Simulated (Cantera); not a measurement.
What does this Cantera script print?

```python
import numpy as np
import cantera as ct

gas = ct.Solution("gri30.yaml")
gas.TPX = 998, 300000, {'H2': 1, 'O2': 0.794, 'N2': 2.98, 'NO': 0.0072}
reactor = ct.IdealGasConstPressureReactor(gas, energy="on", clone=False)
net = ct.ReactorNet([reactor])
net.rtol, net.atol = 1e-08, 1e-16
show = ['H2', 'O2', 'NO', 'N2O', 'OH', 'H']
times = np.geomspace(1e-06, 0.1, 11)

steps = ct.SolutionArray(gas, extra=["t"])
rows = []
print(f"{'t/s':>10s}{'T/K':>9s}{'P/Pa':>11s}" + "".join(f"{s:>11s}" for s in show))
for t in times:
    while net.time < t:
        t_next = net.step()
        steps.append(gas.state, t=t_next)
    rows.append([np.interp(t, steps.t, y) for y in (steps.T, steps.P, *steps(*show).X.T)])
    print(f"{t:10.3e}{rows[-1][0]:9.1f}{rows[-1][1]:11.4g}" + "".join(f"{x:11.3e}" for x in rows[-1][2:]))
rate = np.gradient(steps.T, steps.t)
print("integrator steps:", len(steps.t))
if steps.T.max() > steps.T[0] + 200:
    print(f"time of steepest temperature rise: {steps.t[rate.argmax()]:.4e} s")
gas.TPX = 998, 300000, {'H2': 1, 'O2': 0.794, 'N2': 2.98, 'NO': 0.0072}
gas.equilibrate("HP")
print(f"equilibrium (HP): T = {gas.T:.1f} K  " + "  ".join(f"{s} {gas[s].X[0]:.3e}" for s in show))
```

Output:

```
       t/s      T/K       P/Pa         H2         O2         NO        N2O         OH          H
 1.000e-06    998.0      3e+05  2.092e-01  1.661e-01  1.506e-03  1.613e-14  3.348e-12  5.021e-11
 3.162e-06    998.0      3e+05  2.092e-01  1.661e-01  1.506e-03  3.695e-13  1.262e-11  1.312e-10
 1.000e-05    998.0      3e+05  2.092e-01  1.661e-01  1.506e-03  6.165e-12  5.532e-11  4.654e-10
 3.162e-05    998.0      3e+05  2.092e-01  1.661e-01  1.506e-03  1.485e-10  6.062e-10  4.738e-09
 1.000e-04    998.3      3e+05  2.091e-01  1.660e-01  1.489e-03  8.425e-08  3.032e-07  2.185e-06
 3.162e-04   2430.8      3e+05  2.147e-03  6.624e-02  1.767e-03  8.763e-07  9.930e-03  4.968e-04
 1.000e-03   2430.2      3e+05  2.139e-03  6.606e-02  2.164e-03  8.754e-07  9.893e-03  4.934e-04
 3.162e-03   2428.2      3e+05  2.126e-03  6.550e-02  3.322e-03  8.754e-07  9.809e-03  4.874e-04
 1.000e-02   2423.5      3e+05  2.098e-03  6.419e-02  6.078e-03  8.822e-07  9.610e-03  4.735e-04
 3.162e-02   2417.8      3e+05  2.063e-03  6.261e-02  9.386e-03  9.013e-07  9.373e-03  4.571e-04
 1.000e-01   2416.5      3e+05  2.056e-03  6.227e-02  1.009e-02  9.067e-07  9.323e-03  4.537e-04
integrator steps: 1254
time of steepest temperature rise: 1.8532e-04 s
equilibrium (HP): T = 2416.5 K  H2 2.056e-03  O2 6.227e-02  NO 1.009e-02  N2O 9.068e-07  OH 9.323e-03  H 4.537e-04
```

Model: GRI-Mech 3.0 (53 species, 325 reactions), integrated in Cantera. The hydrogen kinetics of GRI-Mech 3.0 are dated; newer H2 mechanisms differ, most at raised pressure. The mechanism lacks 2 NO + O2 → 2 NO2 and HONO, so NO2 and the effect of NO are under-described below about 1400 K.
